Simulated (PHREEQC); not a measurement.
Solution (25 °C and 300 atm): 0.096 mol HF and 0.013 mol CuSO4 per kg of water. It is in equilibrium with CO2 at log p = 0 (atm). Otherwise closed; pH follows from the charge balance.

The numbers come from PHREEQC with the ion-association model, phreeqc.dat.

Each row changes one thing in this solution. Precipitation was switched off in this run.

```json
[
 {"case": "as made", "pH": "2.07", "ionic strength (mol/kgw)": "0.0473", "Cu+2 (mol/kgw)": "0.00972", "SO4-2 (mol/kgw)": "0.00768", "CuSO4 (mol/kgw)": "0.00268", "HSO4- (mol/kgw)": "0.00264"},
 {"case": "CuSO4 from 0.013 to 0.0026 mol/kgw", "pH": "2.04", "ionic strength (mol/kgw)": "0.0186", "Cu+2 (mol/kgw)": "0.00224", "SO4-2 (mol/kgw)": "0.00167", "CuSO4 (mol/kgw)": "0.000207", "HSO4- (mol/kgw)": "0.000724"},
 {"case": "CuSO4 from 0.013 to 0.026 mol/kgw", "pH": "2.10", "ionic strength (mol/kgw)": "0.0790", "Cu+2 (mol/kgw)": "0.0179", "SO4-2 (mol/kgw)": "0.0147", "CuSO4 (mol/kgw)": "0.00706", "HSO4- (mol/kgw)": "?"},
 {"case": "diluted 100-fold with water", "pH": "3.25", "ionic strength (mol/kgw)": "0.00109", "Cu+2 (mol/kgw)": "0.000126", "SO4-2 (mol/kgw)": "0.000124", "CuSO4 (mol/kgw)": "1.78e-6", "HSO4- (mol/kgw)": "4.44e-6"},
 {"case": "diluted 5-fold with water", "pH": "2.46", "ionic strength (mol/kgw)": "0.0125", "Cu+2 (mol/kgw)": "0.00224", "SO4-2 (mol/kgw)": "0.00197", "CuSO4 (mol/kgw)": "0.000284", "HSO4- (mol/kgw)": "0.000344"},
 {"case": "diluted 10-fold with water", "pH": "2.63", "ionic strength (mol/kgw)": "0.00713", "Cu+2 (mol/kgw)": "0.00117", "SO4-2 (mol/kgw)": "0.00107", "CuSO4 (mol/kgw)": "9.70e-5", "HSO4- (mol/kgw)": "0.000136"},
 {"case": "0.02 mol/kgw TMAH added", "pH": "2.47", "ionic strength (mol/kgw)": "0.0620", "Cu+2 (mol/kgw)": "0.00924", "SO4-2 (mol/kgw)": "0.00919", "CuSO4 (mol/kgw)": "0.00263", "HSO4- (mol/kgw)": "0.00119"},
 {"case": "HF left out", "pH": "3.72", "ionic strength (mol/kgw)": "0.0377", "Cu+2 (mol/kgw)": "0.00927", "SO4-2 (mol/kgw)": "0.00941", "CuSO4 (mol/kgw)": "0.00351", "HSO4- (mol/kgw)": "7.66e-5"},
 {"case": "diluted 2-fold with water", "pH": "2.25", "ionic strength (mol/kgw)": "0.0266", "Cu+2 (mol/kgw)": "0.00518", "SO4-2 (mol/kgw)": "0.00432", "CuSO4 (mol/kgw)": "0.00106", "HSO4- (mol/kgw)": "?"}
]
```

Problem. What belongs in the gaps?

Solution. 
- CuSO4 from 0.013 to 0.026 mol/kgw, HSO4- (mol/kgw): 0.00428
- diluted 2-fold with water, HSO4- (mol/kgw): 0.00111

Under pressure, the constants of complexes without a molar volume in the database are unreliable. (CH3)4N+ isn't in the database: it is added as a free cation with an ion size of 4 Å.
